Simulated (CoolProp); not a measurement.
Saturation properties of propylene (Tc = 364.2 K, pc = 4555 kPa, ω = 0.146).

Computed with CoolProp (reference Helmholtz-energy equation of state, Lemmon 2013).

```csv
T (K),p (kPa),vapour Z,surface tension (mN/m)
169.2,2.861,0.9975,25.1
183.1,8.735,0.9941,23.0
196.9,22.15,0.9881,20.9
210.8,49.15,0.9785,18.9
224.6,97.11,0.9650,16.9
238.5,176.3,0.9467,14.9
252.4,297.6,0.9233,13.0
266.2,471.9,0.8946,11.1
280.1,714.9,0.8595,9.26
294,1039,0.8177,7.48
307.8,1457,0.7685,5.77
321.7,1991,0.7094,4.12
335.6,2656,0.6372,2.58
```

It boils at 225.5 K under 1 atm.

Surface tension comes from a separate correlation (Mulero 2012).
